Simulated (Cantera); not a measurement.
**Equilibrium for sublimation and decomposition of ceramics: SiO2 + Si + N2**

Feed: 1 mol SiO2, 0.014 mol Si, 3.6 mol N2, held at 1327 °C and 0.0133 bar.

Method: chemical equilibrium by Gibbs-energy minimisation in Cantera with the NASA 1993 tables (ideal gas, pure condensed phases). Candidate condensed phases: Si, SiO2, Si2N2O, Si3N4; 16 gas species. The tables hold silica as quartz up to 1696 K and as liquid above; real silica turns to tridymite and cristobalite and melts near 1996 K. The numbers say what is thermodynamically allowed, not how fast it happens.

The x(N2) is 0.992 and the x(SiO) is 0.00772. The n(SiO2(β-quartz)) comes out as 0.986 mol. The gas amount comes out as 3.628 mol and the log10 activity of Si(s) (absent) comes out as -2.88.
